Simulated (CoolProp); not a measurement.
Properties of CH2F2 (R32) along the isotherm -97.45 °C.

Values from CoolProp's reference Helmholtz-energy equation of state, Tillner-Roth 1997.

```json
[
 {"p (bar)": "9.64", "phase": "liquid", "Joule-Thomson coefficient (K/MPa)": "-0.3232", "isothermal compressibility (1/MPa)": "0.0008059", "expansivity (1/kK)": "1.869", "viscosity (µPa s)": "655", "Prandtl number": "4.57"},
 {"p (bar)": "19.3", "phase": "liquid", "Joule-Thomson coefficient (K/MPa)": "-0.3240", "isothermal compressibility (1/MPa)": "0.0007995", "expansivity (1/kK)": "1.860", "viscosity (µPa s)": "659", "Prandtl number": "4.59"},
 {"p (bar)": "28.9", "phase": "liquid", "Joule-Thomson coefficient (K/MPa)": "-0.3248", "isothermal compressibility (1/MPa)": "0.0007933", "expansivity (1/kK)": "1.851", "viscosity (µPa s)": "664", "Prandtl number": "4.62"},
 {"p (bar)": "38.6", "phase": "liquid", "Joule-Thomson coefficient (K/MPa)": "-0.3255", "isothermal compressibility (1/MPa)": "0.0007871", "expansivity (1/kK)": "1.842", "viscosity (µPa s)": "669", "Prandtl number": "4.64"},
 {"p (bar)": "48.2", "phase": "liquid", "Joule-Thomson coefficient (K/MPa)": "-0.3262", "isothermal compressibility (1/MPa)": "0.0007811", "expansivity (1/kK)": "1.833", "viscosity (µPa s)": "673", "Prandtl number": "4.67"},
 {"p (bar)": "57.8", "phase": "liquid", "Joule-Thomson coefficient (K/MPa)": "-0.3269", "isothermal compressibility (1/MPa)": "0.0007752", "expansivity (1/kK)": "1.825", "viscosity (µPa s)": "678", "Prandtl number": "4.69"},
 {"p (bar)": "67.5", "phase": "liquid", "Joule-Thomson coefficient (K/MPa)": "-0.3276", "isothermal compressibility (1/MPa)": "0.0007693", "expansivity (1/kK)": "1.816", "viscosity (µPa s)": "683", "Prandtl number": "4.71"},
 {"p (bar)": "77.1", "phase": "liquid", "Joule-Thomson coefficient (K/MPa)": "-0.3283", "isothermal compressibility (1/MPa)": "0.0007636", "expansivity (1/kK)": "1.808", "viscosity (µPa s)": "688", "Prandtl number": "4.74"},
 {"p (bar)": "86.7", "phase": "liquid", "Joule-Thomson coefficient (K/MPa)": "-0.3290", "isothermal compressibility (1/MPa)": "0.0007579", "expansivity (1/kK)": "1.800", "viscosity (µPa s)": "693", "Prandtl number": "4.76"}
]
```

Viscosity comes from a separate model (Bell 2016), an estimate that may be off by 10 % or more. Thermal conductivity comes from a separate model (Huber 2003), an estimate that may be off by 10 % or more.
